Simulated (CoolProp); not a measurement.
Properties of tetrahydrofuran along the isotherm 168.95 °C.

The numbers come from the reference Helmholtz-energy equation of state, Fiedler 2023 in CoolProp.

```csv
p (MPa),phase,density (kg/m³),cv (kJ/(kg K)),isothermal compressibility (1/MPa),expansivity (1/kK)
0.497,gas,10.41,1.543,2.158,?
0.995,gas,22.62,1.559,1.192,3.592
1.49,liquid,701.2,1.703,0.004873,?
1.99,liquid,702.9,1.703,0.004743,2.268
2.49,liquid,704.5,1.703,0.004620,2.229
2.98,liquid,706.1,1.703,0.004506,2.193
3.48,liquid,707.7,1.703,0.004397,2.158
3.98,liquid,?,1.703,0.004293,2.124
4.48,liquid,710.7,1.703,?,?
4.97,liquid,712.2,1.702,0.004103,?
5.47,liquid,?,1.702,0.004014,2.034
5.97,liquid,?,1.702,0.003930,2.006
6.46,liquid,716.4,1.702,0.003851,1.980
6.96,liquid,717.8,1.702,0.003773,1.955
7.46,liquid,719.1,1.702,0.003700,1.930
7.96,liquid,720.4,1.702,0.003629,1.906
```

Q: Complete the blanks.

A: 
- 0.497, expansivity (1/kK): 2.775
- 1.49, expansivity (1/kK): 2.309
- 3.98, density (kg/m³): 709.2
- 4.48, isothermal compressibility (1/MPa): 0.004195
- 4.48, expansivity (1/kK): 2.093
- 4.97, expansivity (1/kK): 2.063
- 5.47, density (kg/m³): 713.6
- 5.97, density (kg/m³): 715.1
